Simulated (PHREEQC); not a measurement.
Acid mine or pickling water (model solution)

Model water analysis in mmol/kgw, 25 °C, pH 1.91, pe 12.6:

```csv
constituent,mmol/kgw
Na,11.9
K,5.95
Ca,2.78
Mg,6.06
Cl,7.62
S(6),26.6
N(5),0.319
```

Cl is adjusted to close the charge balance.
Valence states are taken as typed.

Equilibrium calculation in PHREEQC: ion-association model, phreeqc.dat.

This is a speciation only: nothing precipitates in the calculation.

Question: Predict the ionic strength, density.

Answer: ionic strength 0.0624 mol/kgw; density 1.000 g/cm³.

Question: In which forms is Mg present?

Answer: Mg+2 61 %, MgSO4 39 % of the Mg.
